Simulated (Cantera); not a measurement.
Hydrocarbon pyrolysis for carbon deposition

An isothermal, constant-pressure homogeneous reactor starts with 1.72 % C2H6, 98.3 % H2, at 1125 K and 0.987 atm.

Computed with Cantera and GRI-Mech 3.0 (53 species, 325 reactions). GRI-Mech 3.0 stops at C3 and has no aromatics, soot or wall deposition, so with more carbon than oxygen in the feed, carbon stays in small species such as C2H2 where larger ones or solid carbon would form.

| t (s) | x C2H6 | x H2 | x C2H4 | x CH4 | x C2H | x CH3 |
|---|---|---|---|---|---|---|
| 0.000100 | 0.0172 | 0.983 | 7.91e-7 | 3.99e-7 | <1e-12 | 1.63e-8 |
| 0.000242 | 0.0172 | 0.983 | 4.91e-6 | 1.04e-6 | <1e-12 | 1.90e-8 |
| 0.000585 | 0.0172 | 0.983 | 2.87e-5 | 3.31e-6 | <1e-12 | 3.34e-8 |
| 0.00141 | 0.0171 | 0.983 | 0.000151 | 1.60e-5 | <1e-12 | 8.42e-8 |
| 0.00342 | 0.0166 | 0.983 | 0.000598 | 7.63e-5 | <1e-12 | 1.32e-7 |
| 0.00827 | 0.0154 | 0.983 | 0.00169 | 0.000240 | <1e-12 | 1.31e-7 |
| 0.0200 | 0.0130 | 0.983 | 0.00387 | 0.000590 | <1e-12 | 1.20e-7 |
| 0.0484 | 0.00928 | 0.982 | 0.00720 | 0.00124 | <1e-12 | 1.03e-7 |
| 0.117 | 0.00574 | 0.982 | 0.0101 | 0.00225 | <1e-12 | 9.06e-8 |
| 0.283 | 0.00421 | 0.981 | 0.0108 | 0.00383 | <1e-12 | 1.03e-7 |
| 0.684 | 0.00367 | 0.979 | 0.00973 | 0.00688 | <1e-12 | 1.48e-7 |
| 1.65 | 0.00290 | 0.977 | 0.00771 | 0.0126 | <1e-12 | 2.27e-7 |
| 4.00 | 0.00182 | 0.972 | 0.00485 | 0.0207 | <1e-12 | 3.06e-7 |
x: mole fraction; the columns are a selection and need not sum to one.

Equilibrium at this temperature and pressure: C2H6 5.79e-7, H2 0.966, C2H4 1.52e-6, CH4 0.0345, C2H <1e-12, CH3 2.90e-8 (gas phase only).
